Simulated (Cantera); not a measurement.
**Ignition delay**

Mixture: H2 : O2 : N2 : H2O = 1 : 0.505 : 1.9 : 0.012 (molar parts), equivalence ratio 0.99, at 1.00 bar, adiabatic and at constant volume. Ignition delay is the time to a rise of 400 K.

Cantera simulation using GRI-Mech 3.0 (53 species, 325 reactions); the numbers are that mechanism's predictions, not measurements. Where the delays flatten at high temperature, the 400 K rule measures the pace of heat release, not the induction time.

```json
[
 {"T0 (K)": "1300", "delay (ms)": "0.0282"},
 {"T0 (K)": "1375", "delay (ms)": "0.0215"},
 {"T0 (K)": "1450", "delay (ms)": "0.0174"},
 {"T0 (K)": "1525", "delay (ms)": "0.0148"},
 {"T0 (K)": "1600", "delay (ms)": "0.0132"},
 {"T0 (K)": "1675", "delay (ms)": "0.0124"},
 {"T0 (K)": "1750", "delay (ms)": "0.0120"},
 {"T0 (K)": "1825", "delay (ms)": "0.0121"}
]
```
